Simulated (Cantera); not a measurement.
A closed system holds: 1 mol PbO, 13 mol H2, 0.057 mol H2O, equilibrated at 10000 Pa.

Cantera equilibrium calculation (NASA polynomials, part measured and part estimated; ideal gas, pure solids and liquids). Candidate condensed phases: H2O, Pb, PbO, PbO2, Pb3O4; 12 gas species. The numbers say what is thermodynamically allowed, not how fast it happens.

Problem. Which condensed phases are stable at each of these points (T (K)): 1175, 1225, 1275, 1325, 1375, 1425, 1475, 1525, 1575, 1625, 1675, 1725?

Solution. 
| T (K) | condensed phases | Pb condensed (%) |
|---|---|---|
| 1175 | Pb(l) | 94.3 |
| 1225 | Pb(l) | 87.7 |
| 1275 | Pb(l) | 74.9 |
| 1325 | Pb(l) | 51.2 |
| 1375 | Pb(l) | 8.2 |
| 1425 | gas only | 0.0 |
| 1475 | gas only | 0.0 |
| 1525 | gas only | 0.0 |
| 1575 | gas only | 0.0 |
| 1625 | gas only | 0.0 |
| 1675 | gas only | 0.0 |
| 1725 | gas only | 0.0 |

From 1175 K to 1375 K the condensed part is Pb(l). From 1425 K to 1725 K nothing is condensed.
